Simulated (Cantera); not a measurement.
Input (Python, Cantera) and output of one run.

```python
import numpy as np
import cantera as ct

gas_names = """
    CL CL2 N N2 Si SiCL SiCL2 SiCL3 SiCL4 SiN Si2 Si2N Si3
""".split()
cond_names = """
    Si(cr) Si(L) Si3N4(a)
""".split()


# ... load() reads the species with a 1 bar reference pressure and builds the phases ...
atoms = {
    'Si2Cl6': {'Si': 2, 'CL': 6},
    'Cl2': {'CL': 2},
    'N2': {'N': 2},
}
top_T = {'Si3N4(a)': 2400}  # K; cautious upper limits of use, not melting points


# ... equilibrate(T, P, feed) seeds the gas with the atoms and calls Mixture.equilibrate('TP', solver="vcs", rtol=1e-11, max_steps=5000) ...
results = []
feed = {'Si2Cl6': 1, 'Cl2': 0.035, 'N2': 32}  # mol
T = 1550  # K
for P in [100, 300, 880, 2600, 7700, 23000, 68000, 200000]:
    mix = equilibrate(T, P, feed)
    results.append((T, P, feed, dict(zip(mix.species_names, mix.species_moles))))

top = {s: max(r[3][s] / sum(r[3][g] for g in gas_names) for r in results) for s in gas_names}
cols = sorted((s for s in top if top[s] > 1e-06), key=lambda s: -top[s])[:8]
seen = [c for c in cond_names if any(r[3].get(c, 0) > 1e-12 for r in results)]
print("log10 of partial pressures in bar; condensed amounts in mol")
print(f"{'P/Pa':>10s}" + "".join(f"{s[:9]:>10s}" for s in cols + seen))
for T, P, feed, n in results:
    ng = sum(n[g] for g in gas_names)
    print(f"{P:10.4g}" + "".join(f"{np.log10(max(n[s] / ng * P / 1e5, 1e-99)):10.3f}" for s in cols)
          + "".join(f"{n.get(c, 0):10.4g}" for c in seen))
```

Output:

```
log10 of partial pressures in bar; condensed amounts in mol
      P/Pa        N2     SiCL4     SiCL2     SiCL3        CL       CL2  Si3N4(a)
       100    -3.030    -4.702    -4.599    -4.873    -5.135    -8.086         0
       300    -2.550    -4.176    -4.163    -4.392    -5.090    -7.996         0
       880    -2.082    -3.691    -3.712    -3.924    -5.073    -7.962         0
      2600    -1.611    -3.214    -3.247    -3.453    -5.067    -7.950         0
      7700    -1.140    -2.740    -2.778    -2.982    -5.065    -7.946         0
   2.3e+04    -0.664    -2.210    -2.410    -2.533    -4.984    -7.783   0.02954
   6.8e+04    -0.190    -1.635    -2.280    -2.180    -4.761    -7.338   0.09059
     2e+05     0.279    -1.112    -2.175    -1.866    -4.552    -6.920    0.1233
```

Method: chemical equilibrium by Gibbs-energy minimisation in Cantera with the NASA 1993 tables (ideal gas, pure condensed phases). The feed counts by its element totals alone. The tables' values for SiCl3 are old estimates; treat these amounts as uncertain.
